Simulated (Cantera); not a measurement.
What does this Cantera script print?

```python
import numpy as np
import cantera as ct

gas_names = [...]  # 62 gases of nasa_gas.yaml made of B, F, H, N, O
cond_names = """
    B(b) B(L) BN(s) B2O3(L) B3O3H3(cr) H2O(s) H2O(L)
""".split()


# ... load() reads the species with a 1 bar reference pressure and builds the phases ...
atoms = {
    'BN': {'B': 1, 'N': 1},
    'HF': {'H': 1, 'F': 1},
    'N2': {'N': 2},
    'H2O': {'H': 2, 'O': 1},
}
top_T = {'BN(s)': 3200}  # K; cautious upper limits of use, not melting points


# ... equilibrate(T, P, feed) seeds the gas with the atoms and calls Mixture.equilibrate('TP', solver="vcs", rtol=1e-11, max_steps=5000) ...
results = []
feed = {'BN': 1, 'HF': 2.1, 'N2': 85, 'H2O': 0.82}  # mol
T = 1925  # K
P = 290  # Pa
mix = equilibrate(T, P, feed)
results.append((T, P, feed, dict(zip(mix.species_names, mix.species_moles))))
x = sorted(zip(gas.X, gas.species_names), reverse=True)
print(f"T = {T:g} K  P = {P:g} Pa  gas = {mix.phase_moles(0):.4g} mol")
print("   x: " + "  ".join(f"{s} {v:.3e}" for v, s in x if v > 0.001))
print("   condensed (mol): " + ("  ".join(f"{mix.phase(i).name} {mix.phase_moles(i):.4g}"
      for i in range(1, mix.n_phases) if mix.phase_moles(i) > 1e-12) or "none"))
```

Result:

```
T = 1925 K  P = 290 Pa  gas = 88.93 mol
   x: N2 9.614e-01  H2 1.465e-02  HF 1.057e-02  BOF 9.149e-03  H 2.149e-03
   condensed (mol): none
```

These are equilibrium values from Cantera (NASA tables, ideal gas, pure condensed phases), not measurements of a reactor. The tables' values for BF2 are old estimates; treat these amounts as uncertain.
